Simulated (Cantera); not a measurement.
A perfectly stirred reactor is fed with 33.8 % H₂, 12.1 % O₂, 45.3 % N₂, 8.79 % H₂O, at 1.09 atm; it is adiabatic with a 700 K inlet, and is followed from long to short residence time, starting on the burning branch (τ in s: 0.078, 0.039, 0.019, 0.0096, 0.0048, 0.0024, 0.0012, 0.00059, 0.00029, 0.00015, 7.3e-05).

Detailed kinetics in Cantera: the H2/O2 subset of GRI-Mech 3.0, which has no nitrogen chemistry.

x: mole fraction; the columns are a selection and need not sum to one.

| τ (s) | T (K) | x H₂ | x O₂ | x H₂O | x OH | x HO₂ | x H₂O₂ |
|---|---|---|---|---|---|---|---|
| 0.078 | 2374 | 0.109 | 0.000161 | 0.369 | 0.00318 | 1.03e-7 | 2.84e-8 |
| 0.039 | 2367 | 0.109 | 0.000207 | 0.369 | 0.00350 | 1.34e-7 | 3.41e-8 |
| 0.019 | 2356 | 0.109 | 0.000296 | 0.368 | 0.00407 | 1.98e-7 | 4.46e-8 |
| 0.0096 | 2339 | 0.109 | (withheld) | 0.366 | (withheld) | (withheld) | (withheld) |
| 0.0048 | 2313 | 0.108 | 0.000711 | 0.363 | 0.00602 | 5.21e-7 | 8.54e-8 |
| 0.0024 | 2276 | 0.108 | 0.00115 | 0.359 | 0.00745 | 8.66e-7 | 1.20e-7 |
| 0.0012 | 2226 | 0.108 | (withheld) | 0.354 | (withheld) | (withheld) | (withheld) |
| 0.00059 | 2156 | 0.108 | 0.00296 | 0.348 | 0.0107 | 2.26e-6 | 2.39e-7 |
| 0.00029 | 2068 | 0.108 | 0.00453 | 0.339 | 0.0120 | 3.57e-6 | 3.56e-7 |
| 0.00015 | 1970 | 0.108 | 0.00649 | 0.331 | 0.0127 | 5.38e-6 | 5.44e-7 |
| 7.3e-5 | 1847 | 0.107 | 0.00933 | 0.320 | 0.0124 | 8.42e-6 | 9.21e-7 |

### Question
Complete the blanks.

### Answer

- 0.0096, x O₂: 0.000447
- 0.0096, x OH: 0.00489
- 0.0096, x HO₂: 3.13e-7
- 0.0096, x H₂O₂: 6.08e-8
- 0.0012, x O₂: 0.00186
- 0.0012, x OH: 0.00907
- 0.0012, x HO₂: 1.41e-6
- 0.0012, x H₂O₂: 1.67e-7
